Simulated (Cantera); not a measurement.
**Equilibrium for fluorocarbon and chlorocarbon gases: CH3F + H2 + HCl**

Feed: 1 mol CH3F, 0.11 mol H2, 0.36 mol HCl, at 1450 K and 0.00140 bar.

Cantera equilibrium calculation (NASA polynomials, part measured and part estimated; ideal gas, pure solids and liquids). Candidate condensed phases: C, C6H6, C7H8, C8H18; 118 gas species. Kinetics and transport are ignored.

* **x(H2)**: 0.449
* **x(HF)**: 0.405
* **x(HCl)**: 0.146
* **x(H)**: 0.000169
* **x(Cl)**: 4.47e-5
* **x(C2H2 (acetylene))**: 2.19e-6
* **n(C(graphite))**: 1.000 mol
* **gas amount**: 2.470 mol
